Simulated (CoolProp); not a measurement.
Vapour pressure (bar) of cyclopentane: the reference equation beside estimates from Tc = 511.7 K, pc = 45.83 bar, ω = 0.202.

Values from CoolProp's reference Helmholtz-energy equation of state, Gedanitz 2015.

```json
[
 {"T (K)": "391.3", "reference": "?", "van der Waals": "14.21", "Redlich-Kwong": "8.101", "Soave-Redlich-Kwong": "6.333", "Peng-Robinson": "6.269"},
 {"T (K)": "393.9", "reference": "6.619", "van der Waals": "14.66", "Redlich-Kwong": "8.513", "Soave-Redlich-Kwong": "6.697", "Peng-Robinson": "6.627"},
 {"T (K)": "396.5", "reference": "6.989", "van der Waals": "15.13", "Redlich-Kwong": "8.939", "Soave-Redlich-Kwong": "7.077", "Peng-Robinson": "7.001"},
 {"T (K)": "399.1", "reference": "7.373", "van der Waals": "?", "Redlich-Kwong": "9.380", "Soave-Redlich-Kwong": "7.472", "Peng-Robinson": "7.390"},
 {"T (K)": "401.7", "reference": "7.774", "van der Waals": "16.09", "Redlich-Kwong": "9.836", "Soave-Redlich-Kwong": "7.884", "Peng-Robinson": "7.795"},
 {"T (K)": "404.3", "reference": "8.190", "van der Waals": "16.58", "Redlich-Kwong": "10.31", "Soave-Redlich-Kwong": "8.312", "Peng-Robinson": "8.216"},
 {"T (K)": "406.9", "reference": "?", "van der Waals": "17.08", "Redlich-Kwong": "10.79", "Soave-Redlich-Kwong": "?", "Peng-Robinson": "8.654"},
 {"T (K)": "409.5", "reference": "9.071", "van der Waals": "17.59", "Redlich-Kwong": "11.29", "Soave-Redlich-Kwong": "9.219", "Peng-Robinson": "?"},
 {"T (K)": "412.1", "reference": "9.537", "van der Waals": "18.11", "Redlich-Kwong": "11.81", "Soave-Redlich-Kwong": "9.699", "Peng-Robinson": "9.582"},
 {"T (K)": "414.7", "reference": "10.02", "van der Waals": "18.65", "Redlich-Kwong": "12.35", "Soave-Redlich-Kwong": "10.20", "Peng-Robinson": "10.07"},
 {"T (K)": "417.3", "reference": "10.52", "van der Waals": "?", "Redlich-Kwong": "12.90", "Soave-Redlich-Kwong": "10.71", "Peng-Robinson": "10.58"},
 {"T (K)": "419.9", "reference": "11.04", "van der Waals": "19.74", "Redlich-Kwong": "13.46", "Soave-Redlich-Kwong": "11.25", "Peng-Robinson": "11.11"},
 {"T (K)": "422.5", "reference": "11.58", "van der Waals": "20.30", "Redlich-Kwong": "14.05", "Soave-Redlich-Kwong": "11.81", "Peng-Robinson": "11.66"},
 {"T (K)": "425.1", "reference": "12.14", "van der Waals": "20.87", "Redlich-Kwong": "14.65", "Soave-Redlich-Kwong": "12.38", "Peng-Robinson": "12.23"},
 {"T (K)": "427.7", "reference": "?", "van der Waals": "21.45", "Redlich-Kwong": "15.27", "Soave-Redlich-Kwong": "12.98", "Peng-Robinson": "12.82"}
]
```

**Question.** What belongs in the gaps?

**Answer.** 
- 391.3, reference: 6.264
- 399.1, van der Waals: 15.60
- 406.9, reference: 8.622
- 406.9, Soave-Redlich-Kwong: 8.757
- 409.5, Peng-Robinson: 9.109
- 417.3, van der Waals: 19.19
- 427.7, reference: 12.71

Absolute difference from the reference over all 15 rows, mean and median: van der Waals 95.4 and 93.9 %, Redlich-Kwong 24.6 and 24.5 %, Soave-Redlich-Kwong 1.6 and 1.6 %, Peng-Robinson 0.4 and 0.4 %.
